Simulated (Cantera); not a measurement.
Feed: 1 mol CH2F2, 0.5 mol HCl, 0.17 mol H2, at 3123 K and 64.0 mbar.

Equilibrium computed with Cantera from the NASA thermochemical tables; the gas is ideal and each condensed phase is pure. The tables' values for CCl are old estimates; treat these amounts as uncertain. Rates play no part.

```csv
species,before,after
HF,0.590,0.749
HCl,0.0362,0.187
H2,0.0350,0.0636
H,0.168,<1e-9
Cl,0.117,<1e-9
F,0.0217,<1e-9
C3,0.0171,<1e-9
CF,0.00321,<1e-9
C2H2 (acetylene),0.00307,<1e-9
C2H,0.00299,<1e-9
C,0.00244,<1e-9
C2,0.00178,<1e-9
C5,0.000449,<1e-9
"C(graphite), mol",0.752,1.000
```
Gas species are given as mole fractions.

Problem. Name the change that produced these shifts.
A. CH2F2 replaced by CHF3
B. temperature from 3123 K to 925 K
C. CH2F2 replaced by c-C4F8
D. temperature from 3123 K to 675 K

Solution. B, temperature from 3123 K to 925 K
